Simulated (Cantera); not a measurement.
# Adiabatic ignition

An adiabatic, constant-pressure homogeneous reactor starts with 8.18 % CH4, 16.4 % O2, 61.5 % N2, 13.9 % CO2, equivalence ratio 1.0, at 1350 K and 5.00 bar.

Cantera simulation using GRI-Mech 3.0 (53 species, 325 reactions); the numbers are that mechanism's predictions, not measurements.

```csv
t (s),T (K),x CH4,x O2,x CO2,x N2O,x NO2
5.00e-6,1350,0.0818,0.164,0.139,<1e-12,<1e-12
1.99e-5,1350,0.0818,0.164,0.139,2.28e-12,<1e-12
7.92e-5,1350,0.0818,0.164,0.139,2.83e-11,<1e-12
0.000315,1351,0.0817,0.164,0.139,2.32e-10,<1e-12
0.00126,1360,0.0795,0.162,0.139,3.05e-9,<1e-12
0.00500,2563,<1e-12,0.0152,0.182,6.07e-7,1.76e-6
0.0199,2558,<1e-12,0.0143,0.182,6.28e-7,2.82e-6
0.0792,2558,<1e-12,0.0143,0.182,6.28e-7,2.82e-6
0.315,2558,<1e-12,0.0143,0.182,6.28e-7,2.82e-6
1.26,2558,<1e-12,0.0143,0.182,6.28e-7,2.82e-6
5.00,2558,<1e-12,0.0143,0.182,6.28e-7,2.82e-6
```
x: mole fraction; the columns are a selection and need not sum to one.

```yaml
time_of_steepest_temperature_rise: 2.09 ms
temperature at 5.00 s: 2558 K
equilibrium_temperature: 2558 K
x(CH4) at 5.00 s: <1e-12 (gas-phase equilibrium <1e-12)
x(O2) at 5.00 s: 0.0143 (gas-phase equilibrium 0.0143)
x(CO2) at 5.00 s: 0.182 (gas-phase equilibrium 0.182)
```
